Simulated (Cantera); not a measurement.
An isothermal, constant-pressure homogeneous reactor starts with H2 : O2 = 0.33 : 1 (molar parts), equivalence ratio 0.17, at 1450 K and 0.00197 atm.

Model: GRI-Mech 3.0 (53 species, 325 reactions), integrated in Cantera. Radical loss at walls, strong at low pressure, is not modelled. The temperature is held fixed by assumption; the heat of reaction is taken as removed at once.

x: mole fraction; the columns are a selection and need not sum to one.

```tsv
t (s)	x H2	x O2	x H2O	x H	x H2O2
0.000100	0.248	0.752	1.68e-8	1.13e-7	1.20e-10
0.000389	0.248	0.752	7.64e-7	8.17e-7	1.76e-9
0.00152	0.248	0.752	0.000408	0.000255	2.27e-8
0.00590	0.0151	0.597	0.183	0.0779	3.24e-8
0.0230	0.0149	0.599	0.185	0.0761	3.26e-8
0.0894	0.0143	0.607	0.191	0.0694	3.35e-8
0.348	0.0118	0.632	0.213	0.0477	3.58e-8
1.36	0.00476	0.686	0.259	0.0105	3.21e-8
5.28	?	0.713	0.280	?	?
20.5	3.79e-5	0.716	0.282	6.98e-6	3.00e-9
80.0	?	0.716	0.283	?	?
```

What belongs in the gaps?


- 5.28, x H2: 0.000453
- 5.28, x H: 0.000290
- 5.28, x H2O2: 1.16e-8
- 80.0, x H2: 8.16e-6
- 80.0, x H: 6.96e-7
- 80.0, x H2O2: 1.67e-9
